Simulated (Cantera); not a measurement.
Feed: 1 mol PbO, 0.16 mol N2, held at 427 °C and 4.65 Torr.

Method: chemical equilibrium by Gibbs-energy minimisation in Cantera with the NASA 1993 tables (ideal gas, pure condensed phases). Candidate condensed phases: Pb, PbO, PbO2, Pb3O4; 12 gas species. The numbers say what is thermodynamically allowed, not how fast it happens.

Base state: N2 1.00 (mole fractions); condensed: PbO(red).

Q: What changes in the equilibrium state with this change: temperature from 427 °C to 1150 °C?

A: 
```json
[
 {"species": "PbO", "before": "<1e-9", "after": "0.504"},
 {"species": "N2", "before": "1.00", "after": "0.364"},
 {"species": "Pb", "before": "<1e-9", "after": "0.0876"},
 {"species": "O2", "before": "<1e-9", "after": "0.0437"},
 {"species": "NO", "before": "<1e-9", "after": "0.000255"},
 {"species": "PbO(red), mol", "before": "1.00", "after": "0"},
 {"species": "PbO(l), mol", "before": "0", "after": "0.740"}
]
```
Gases not in the tables: (PbO)n polymers.

Q: What changes in the equilibrium state with this change: temperature from 427 °C to 1327 °C?

A: 
```csv
species,before,after
PbO,<1e-9,0.565
Pb,<1e-9,0.208
N2,1.00,0.123
O2,<1e-9,0.104
NO,<1e-9,0.000538
O,<1e-9,5.93e-5
"PbO(red), mol",1.00,0
```
Gases not in the tables: (PbO)n polymers.
